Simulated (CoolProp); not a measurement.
Properties of hexamethyldisiloxane (MM) along the isotherm 346.85 °C.

Model: reference Helmholtz-energy equation of state, Thol 2016, in CoolProp.

```
p (bar)          phase  isothermal compressibility (1/MPa)  fugacity coefficient
-------  -------------  ----------------------------------  --------------------
0.611              gas                               16.46                0.9941
1.16               gas                               8.719                0.9889
2.19               gas                               4.666                0.9791
4.16               gas                               2.506            (withheld)
7.89               gas                               1.375                0.9261
15                 gas                          (withheld)            (withheld)
28.3     supercritical                          (withheld)            (withheld)
53.7     supercritical                              0.1955                0.6084
102      supercritical                             0.03580                0.4868
193      supercritical                             0.01185            (withheld)
```

**Question.** Fill in the missing entries.

**Answer.** 
- 4.16, fugacity coefficient: 0.9605
- 15, isothermal compressibility (1/MPa): 0.7804
- 15, fugacity coefficient: 0.8636
- 28.3, isothermal compressibility (1/MPa): 0.4682
- 28.3, fugacity coefficient: 0.7591
- 193, fugacity coefficient: 0.4745
